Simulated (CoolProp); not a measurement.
R114 along the isobar 0.561 MPa: density (kg/m³) from the reference equation and from simpler models built on Tc = 420.6 K, pc = 3.352 MPa, ω = 0.252; each cubic takes its own stable root.

Model: reference Helmholtz-energy equation of state, Platzer 1990, in CoolProp. This equation is an older, rougher fit.

| T (K) | phase | reference | ideal gas | Redlich-Kwong | Soave-Redlich-Kwong |
|---|---|---|---|---|---|
| 337.3 | gas | 39.37 | 34.19 | 38.72 | 39.18 |
| 346.1 | gas | 37.82 | 33.32 | 37.35 | 37.72 |
| 355 | gas | 36.43 | 32.49 | 36.08 | 36.37 |
| 363.9 | gas | 35.17 | 31.69 | 34.92 | 35.14 |
| 372.8 | gas | 34.01 | 30.93 | 33.83 | 34.00 |
| 381.7 | gas | 32.96 | 30.21 | 32.83 | 32.95 |
| 390.6 | gas | 31.98 | 29.53 | 31.89 | 31.98 |
| 399.5 | gas | 31.07 | 28.87 | 31.02 | 31.07 |
| 408.4 | gas | 30.22 | 28.24 | 30.20 | 30.22 |
| 417.3 | gas | 29.43 | 27.64 | 29.42 | 29.43 |
